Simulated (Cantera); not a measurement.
Cantera with NASA thermochemical tables; ideal gases at 1 bar, condensed phases pure. Values are per mole of reaction as written; species without (g) are pure solids or liquids, kept so even where they would boil at 1 bar.

O3(g) + 6 KHF2 ⇌ 6 K + 12 F(g) + 3 H2O(g)

```json
[
 {"T (K)": "600", "ΔH° (kJ)": "(withheld)", "ΔS° (J/K)": "(withheld)", "ΔG° (kJ)": "(withheld)", "log10 K": "(withheld)"},
 {"T (K)": "675", "ΔH° (kJ)": "5557.1", "ΔS° (J/K)": "1779.0", "ΔG° (kJ)": "4356.3", "log10 K": "-337.10"},
 {"T (K)": "750", "ΔH° (kJ)": "5547.4", "ΔS° (J/K)": "1765.3", "ΔG° (kJ)": "4223.4", "log10 K": "-294.14"},
 {"T (K)": "825", "ΔH° (kJ)": "(withheld)", "ΔS° (J/K)": "(withheld)", "ΔG° (kJ)": "(withheld)", "log10 K": "(withheld)"},
 {"T (K)": "900", "ΔH° (kJ)": "(withheld)", "ΔS° (J/K)": "(withheld)", "ΔG° (kJ)": "(withheld)", "log10 K": "(withheld)"},
 {"T (K)": "975", "ΔH° (kJ)": "5519.0", "ΔS° (J/K)": "1732.2", "ΔG° (kJ)": "3830.1", "log10 K": "-205.19"}
]
```

**Question.** Complete the blanks.

**Answer.** 
- 600, ΔH° (kJ): 5566.7
- 600, ΔS° (J/K): 1794.1
- 600, ΔG° (kJ): 4490.3
- 600, log10 K: -390.90
- 825, ΔH° (kJ): 5537.7
- 825, ΔS° (J/K): 1753.0
- 825, ΔG° (kJ): 4091.4
- 825, log10 K: -259.04
- 900, ΔH° (kJ): 5528.2
- 900, ΔS° (J/K): 1742.0
- 900, ΔG° (kJ): 3960.4
- 900, log10 K: -229.85
